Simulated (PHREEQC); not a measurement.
Alkaline etch or developer: speciation

Consider water at 25 °C with 0.012 mol/kgw CsOH, 3.1e-06 mol/kgw H4SiO4 and 0.005 mol/kgw Na2CO3. Closed to the air; pH follows from the charge balance.

Model: ion-association model, wateq4f.dat, run in PHREEQC.

```json
{
  "pH": "12.01",
  "ionic_strength": "0.0261 mol/kgw",
  "total_alkalinity": "22.0 meq/kg"
}
```

| species | molality | activity | log γ |
|---|---|---|---|
| OH- | 0.0121 | 0.0103 | -0.069 |
| Cs+ | 0.0120 | 0.0103 | -0.067 |
| Na+ | 0.00956 | 0.00821 | -0.066 |
| CO3-2 | 0.00450 | 0.00249 | -0.256 |
| NaCO3- | 0.000442 | 0.000381 | -0.064 |
| HCO3- | 6.00e-5 | 5.18e-5 | -0.064 |
| H3SiO4- | 2.78e-6 | 2.38e-6 | -0.068 |
| H2SiO4-2 | 3.00e-7 | 1.66e-7 | -0.256 |

No solid was allowed to form. Complexes and solids missing from the database can't appear.
